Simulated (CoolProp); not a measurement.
Saturated liquid density (kg/m³) of dimethyl carbonate: the reference equation beside estimates from Tc = 557.0 K, pc = 4909 kPa, ω = 0.346.

Computed with CoolProp (reference Helmholtz-energy equation of state, Zhou 2011).

| T (K) | reference | van der Waals | Redlich-Kwong | Soave-Redlich-Kwong |
|---|---|---|---|---|
| 391.6 | 932.4 | 543.5 | 787.5 | 832.3 |
| 401.6 | 917.1 | 534.8 | 772.0 | 817.5 |
| 411.6 | 901.5 | 525.7 | 755.8 | 802.0 |
| 421.6 | 885.5 | 516.3 | 739.0 | 785.6 |
| 431.7 | 868.8 | 506.4 | 721.2 | 768.1 |
| 441.7 | 851.7 | 496.2 | 702.8 | 749.7 |
| 451.7 | 834.0 | 485.5 | 683.4 | 730.1 |
| 461.7 | 815.6 | 474.2 | 663.1 | 709.3 |
| 471.7 | 796.3 | 462.3 | 641.6 | 686.9 |
| 481.8 | 775.6 | 449.5 | 618.6 | 662.6 |
| 491.8 | 753.8 | 435.9 | 594.2 | 636.5 |

Absolute difference from the reference over all 11 rows, mean and median: van der Waals 41.8 and 41.7 %, Redlich-Kwong 17.8 and 17.5 %, Soave-Redlich-Kwong 12.4 and 12.0 %.
